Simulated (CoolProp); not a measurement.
n-perfluorobutane along the isobar 3.63 MPa: fugacity coefficient from the reference equation and from simpler models built on Tc = 386.3 K, pc = 2.322 MPa, ω = 0.372; each cubic takes its own stable root.

The numbers come from the reference Helmholtz-energy equation of state, Gao 2022 in CoolProp.

```csv
T (K),phase,reference
259.9,liquid,0.02133
275.7,liquid,0.03987
291.6,liquid,0.06821
307.4,liquid,0.1077
323.3,liquid,0.1599
339.1,liquid,0.2242
354.9,liquid,0.2997
370.8,liquid,0.3846
386.6,supercritical,0.4737
402.5,supercritical,0.5613
418.3,supercritical,0.6330
434.2,supercritical,0.6869
450,supercritical,0.7297
```

Question: How far does each simpler model (van der Waals, Peng-Robinson) lie from the reference over these 13 states: mean and median of the absolute difference, and the worst?

Answer: 
- van der Waals: mean 107.6 %, median 36.0 %, worst +508.5 % at 259.9 K and 3.63 MPa
- Peng-Robinson: mean 2.8 %, median 2.5 %, worst -4.0 % at 418.3 K and 3.63 MPa
